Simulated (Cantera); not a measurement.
An isothermal, constant-pressure homogeneous reactor starts with 27.9 % H₂, 16.4 % O₂, 55.7 % N₂, at 850 K and 0.350 bar.

Cantera simulation using GRI-Mech 3.0 (53 species, 325 reactions); the numbers are that mechanism's predictions, not measurements. Below about 950 K walls govern HO2 and H2O2 in real vessels. The temperature is held fixed by assumption; the heat of reaction is taken as removed at once.

x: mole fraction; the columns are a selection and need not sum to one.

```
t (s)      x H₂   x O₂      x OH     x HO₂    x NO       x H     x N₂O
--------  -----  -----  --------  --------  ------  --------  --------
5.00e-5   0.279  0.164    <1e-12  7.02e-12  <1e-12  3.41e-12    <1e-12
0.000114  0.279  0.164    <1e-12  2.13e-11  <1e-12  6.46e-12    <1e-12
0.000259  0.279  0.164    <1e-12  6.78e-11  <1e-12  1.04e-11    <1e-12
0.000589  0.279  0.164    <1e-12  2.03e-10  <1e-12  1.31e-11    <1e-12
0.00134   0.279  0.164    <1e-12  5.41e-10  <1e-12  1.40e-11    <1e-12
0.00305   0.279  0.164    <1e-12   1.34e-9  <1e-12  1.50e-11    <1e-12
0.00695   0.279  0.164    <1e-12   3.28e-9  <1e-12  1.76e-11    <1e-12
0.0158    0.279  0.164    <1e-12   8.49e-9  <1e-12  2.43e-11    <1e-12
0.0360    0.279  0.164    <1e-12   2.58e-8  <1e-12  4.74e-11    <1e-12
0.0819    0.279  0.164  3.43e-12       ___  <1e-12  1.80e-10    <1e-12
0.186     0.279  0.164  4.76e-11       ___  <1e-12       ___    <1e-12
0.424     0.279  0.164  6.22e-10   8.15e-6  <1e-12   2.40e-8  1.91e-12
0.965     0.277  0.163   8.26e-9   2.32e-5  <1e-12   2.21e-7  2.72e-11
2.20      0.264  0.156   9.94e-9   2.49e-5  <1e-12   2.19e-7  1.51e-10
5.00      0.242  0.146   7.48e-9   2.23e-5  <1e-12   1.44e-7  3.72e-10
```

Q: What belongs in the gaps?

A: 
- 0.0819, x HO₂: 1.23e-7
- 0.186, x HO₂: 1.59e-6
- 0.186, x H: 2.36e-9
